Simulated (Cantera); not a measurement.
A perfectly stirred reactor is fed with CH3OH : O2 : N2 = 0.012 : 0.0034 : 1 (molar parts), equivalence ratio 5.3, at 4.20 bar; it is held at 1098 K, and followed from long to short residence time.

Detailed kinetics in Cantera: GRI-Mech 3.0 (53 species, 325 reactions). GRI-Mech 3.0 was tuned for natural gas; its chemistry of methanol as a main component is partial and can be far from experiment.

Problem. What does this change do: pressure from 4.20 bar to 12.0 bar?

Solution. 
```tsv
quantity	before	after
x(CH3OH) at τ = 4.40 s	1.17e-5	1.20e-5
x(O2) at τ = 4.40 s	4.67e-5	2.17e-5
x(CH2) at τ = 4.40 s	7.33e-12	1.30e-12
x(CO2) at τ = 4.40 s	0.00144	0.00195
x(H2O) at τ = 4.40 s	0.00506	0.00459
x(CH3OH) at τ = 58.0 ms	0.00113	0.000625
x(O2) at τ = 58.0 ms	0.000287	0.000148
x(CH2) at τ = 58.0 ms	2.01e-10	7.98e-11
x(CO2) at τ = 58.0 ms	0.00101	0.00140
x(H2O) at τ = 58.0 ms	0.00497	0.00487
```
The pressure lies above the range GRI-Mech 3.0 was tuned for (to about 10 atm).

Problem. What does this change do: pressure from 4.20 bar to 1.00 bar?

Solution. 
```json
[
 {"quantity": "x(CH3OH) at τ = 4.40 s", "before": "1.17e-5", "after": "1.22e-5"},
 {"quantity": "x(O2) at τ = 4.40 s", "before": "4.67e-5", "after": "9.00e-5"},
 {"quantity": "x(CH2) at τ = 4.40 s", "before": "7.33e-12", "after": "9.85e-11"},
 {"quantity": "x(CO2) at τ = 4.40 s", "before": "0.00144", "after": "0.00105"},
 {"quantity": "x(H2O) at τ = 4.40 s", "before": "0.00506", "after": "0.00541"},
 {"quantity": "x(CH3OH) at τ = 58.0 ms", "before": "0.00113", "after": "0.00253"},
 {"quantity": "x(O2) at τ = 58.0 ms", "before": "0.000287", "after": "0.000570"},
 {"quantity": "x(CH2) at τ = 58.0 ms", "before": "2.01e-10", "after": "6.97e-10"},
 {"quantity": "x(CO2) at τ = 58.0 ms", "before": "0.00101", "after": "0.000529"},
 {"quantity": "x(H2O) at τ = 58.0 ms", "before": "0.00497", "after": "0.00483"}
]
```
